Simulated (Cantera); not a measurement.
An adiabatic, constant-pressure homogeneous reactor starts with CH4 : C2H6 : O2 : N2 = 1 : 0.037 : 5.92 : 22.2 (molar parts), at 1400 K and 12.0 bar.

Computed with Cantera and GRI-Mech 3.0 (53 species, 325 reactions). The pressure lies above the range GRI-Mech 3.0 was tuned for (to about 10 atm).

One state of this run: T (K) = 2151; x CH4 = <1e-12; x C2H6 = <1e-12; x O2 = 0.125; x C2H2 = <1e-12; x OH = 0.00162; x C2H = <1e-12; x CO = 0.000128. x: mole fraction; the columns are a selection and need not sum to one.

### Question
Which value of t (s) does it belong to?
(A) 7.65e-5
(B) 0.000211
(C) 2.00
(D) 2.77e-5

### Answer
C, 2.00
